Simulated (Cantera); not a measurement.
An adiabatic, constant-pressure homogeneous reactor starts with 27.9 % H₂, 10.7 % O₂, 61.1 % N₂, 0.335 % NO, at 1475 K and 750 Torr.

Detailed kinetics in Cantera: GRI-Mech 3.0 (53 species, 325 reactions).

Q: Predict: time of steepest temperature rise; temperature at 4.00 s; equilibrium temperature; x(H₂) at 4.00 s; x(O₂) at 4.00 s; x(NO) at 4.00 s; x(HO₂) at 4.00 s; x(H₂O) at 4.00 s; x(O) at 4.00 s; x(H₂O₂) at 4.00 s.

A: 
```
Property                                                             Value
---------------------------------  ---------------------------------------
time of steepest temperature rise                                  18.3 µs
temperature at 4.00 s                                               2731 K
equilibrium temperature                                             2731 K
x(H₂) at 4.00 s                      0.0746 (gas-phase equilibrium 0.0746)
x(O₂) at 4.00 s                    0.00234 (gas-phase equilibrium 0.00234)
x(NO) at 4.00 s                    0.00326 (gas-phase equilibrium 0.00326)
x(HO₂) at 4.00 s                   1.25e-6 (gas-phase equilibrium 1.25e-6)
x(H₂O) at 4.00 s                       0.216 (gas-phase equilibrium 0.216)
x(O) at 4.00 s                     0.00200 (gas-phase equilibrium 0.00200)
x(H₂O₂) at 4.00 s                  1.16e-7 (gas-phase equilibrium 1.16e-7)
```
